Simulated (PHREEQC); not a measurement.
Dissolve 0.036 mol/kgw HBr and 0.0053 mol/kgw ZnSO4 at 90 °C. Closed to the air; pH follows from the charge balance.

The numbers come from PHREEQC with the ion-association model, phreeqc.dat.

This is a speciation only: nothing precipitates in the calculation.

**Question.** Order these S species by the share of S that they hold, largest first: ZnSO4, SO4-2, HSO4-.

**Answer.** HSO4- (85 %), SO4-2 (11 %), ZnSO4 (3.7 %)

The pH is 1.58 and the ionic strength 0.0474 mol/kgw. At this temperature some constants are extrapolated from 25 °C, and those without enthalpy data are left unchanged.
